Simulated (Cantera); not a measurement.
A Cantera script and its output.

```python
import numpy as np
import cantera as ct

gas = ct.Solution("SiF4_NH3_mec.yaml", "gas")
gas.TPX = 2175, 2666, {'NH3': 0.56, 'H2': 7.8}
reactor = ct.IdealGasConstPressureReactor(gas, energy="off", clone=False)
net = ct.ReactorNet([reactor])
net.rtol, net.atol = 1e-08, 1e-18
show = ['NH3', 'H2', 'N2', 'N2H4', 'H', 'NH2']
times = np.geomspace(5e-05, 30, 9)

steps = ct.SolutionArray(gas, extra=["t"])
rows = []
print(f"{'t/s':>10s}{'T/K':>9s}{'P/Pa':>11s}" + "".join(f"{s:>11s}" for s in show))
for t in times:
    while net.time < t:
        t_next = net.step()
        steps.append(gas.state, t=t_next)
    rows.append([np.interp(t, steps.t, y) for y in (steps.T, steps.P, *steps(*show).X.T)])
    print(f"{t:10.3e}{rows[-1][0]:9.1f}{rows[-1][1]:11.4g}" + "".join(f"{x:11.3e}" for x in rows[-1][2:]))
rate = np.gradient(steps.T, steps.t)
print("integrator steps:", len(steps.t))
if steps.T.max() > steps.T[0] + 200:
    print(f"time of steepest temperature rise: {steps.t[rate.argmax()]:.4e} s")
gas.TPX = 2175, 2666, {'NH3': 0.56, 'H2': 7.8}
gas.equilibrate("TP")
print(f"equilibrium (TP): T = {gas.T:.1f} K  " + "  ".join(f"{s} {gas[s].X[0]:.3e}" for s in show))
```

Output:

```
       t/s      T/K       P/Pa        NH3         H2         N2       N2H4          H        NH2
 5.000e-05   2175.0       2666  6.698e-02  9.330e-01  6.575e-13  1.963e-14  1.005e-05  2.465e-06
 2.638e-04   2175.0       2666  6.697e-02  9.330e-01  4.494e-10  4.911e-13  5.386e-05  1.213e-05
 1.392e-03   2175.0       2666  6.691e-02  9.327e-01  1.890e-07  1.329e-11  2.841e-04  6.288e-05
 7.341e-03   2175.0       2666  6.645e-02  9.318e-01  7.633e-05  3.121e-10  1.391e-03  3.048e-04
 3.873e-02   2175.0       2666  5.867e-02  9.350e-01  3.632e-03  6.456e-10  2.278e-03  4.386e-04
 2.043e-01   2175.0       2666  2.816e-02  9.506e-01  1.800e-02  2.479e-10  2.990e-03  2.719e-04
 1.078e+00   2175.0       2666  8.823e-05  9.512e-01  3.107e-02  8.296e-14  1.759e-02  5.013e-06
 5.687e+00   2175.0       2666  5.850e-07  9.399e-01  3.093e-02  1.017e-17  2.918e-02  5.581e-08
 3.000e+01   2175.0       2666  1.012e-07  9.399e-01  3.093e-02  3.077e-19  2.918e-02  9.652e-09
integrator steps: 1530
equilibrium (TP): T = 2175.0 K  NH3 6.570e-08  H2 9.399e-01  N2 3.093e-02  N2H4 1.319e-19  H 2.918e-02  NH2 6.267e-09
```

Computed with Cantera and the gas-phase N/H chemistry of the illustrative SiF4/NH3 mechanism in the Surface Chemkin manual (1991). Walls and surfaces, which speed up NH3 decomposition in real reactors, are not modelled.
